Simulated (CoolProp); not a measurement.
Computed with CoolProp (reference Helmholtz-energy equation of state, Penoncello 2003).

Q: Give the vapour pressure (MPa), vapour density (kg/m³), surface tension (mN/m), vapour viscosity (µPa s) of saturated CHF3 (R23) at -112.65, -109.95, -107.15 °C.

A: 
```json
[
 {"T (°C)": "-112.65", "p (MPa)": "0.0115", "vapour density (kg/m³)": "0.613", "surface tension (mN/m)": "22.7", "vapour viscosity (µPa s)": "7.78"},
 {"T (°C)": "-109.95", "p (MPa)": "0.0145", "vapour density (kg/m³)": "0.759", "surface tension (mN/m)": "22.2", "vapour viscosity (µPa s)": "7.93"},
 {"T (°C)": "-107.15", "p (MPa)": "0.0183", "vapour density (kg/m³)": "0.941", "surface tension (mN/m)": "21.7", "vapour viscosity (µPa s)": "8.09"}
]
```

Viscosity comes from a separate model (Shan 2000). Surface tension comes from a separate correlation (Mulero 2012).
